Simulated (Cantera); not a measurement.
## Catalytic combustion on Pt

An isothermal plug-flow reactor at 550 K and 1.60 bar (inlet), inlet velocity 0.46 m/s, active area per volume 250 1/m; feed H₂ : O₂ : N₂ = 0.0033 : 0.022 : 0.79 (molar parts), equivalence ratio 0.075.

Detailed kinetics in Cantera: Deutschmann's 1995 Pt surface mechanism with GRI-Mech 3.0 gas chemistry. Catalytic surfaces can have several steady states; this one follows from the mechanism file's or the stated starting coverage. Mass transfer to the wall is taken as infinitely fast.

```
z (m)        x H₂    x O₂    x H₂O  θ free Pt   θ O*    θ OH*
-------  --------  ------  -------  ---------  -----  -------
0.00015   0.00262  0.0263  0.00143      0.155  0.829   0.0159
0.00028   0.00200  0.0260  0.00206      0.120  0.865   0.0153
0.00049   0.00144  0.0257  0.00262     0.0870  0.899   0.0141
0.00087  0.000951  0.0255  0.00310     0.0581  0.930   0.0122
0.0015   0.000607  0.0253  0.00345     0.0374  0.952   0.0102
0.0028   0.000347  0.0252  0.00371     0.0215  0.971  0.00801
0.0049   0.000205  0.0251  0.00385     0.0127  0.981  0.00626
0.0087   0.000117  0.0251  0.00394    0.00730  0.988  0.00480
0.015     6.87e-5  0.0250  0.00399    0.00429  0.992  0.00370
```
x: gas mole fraction; θ: surface coverage.
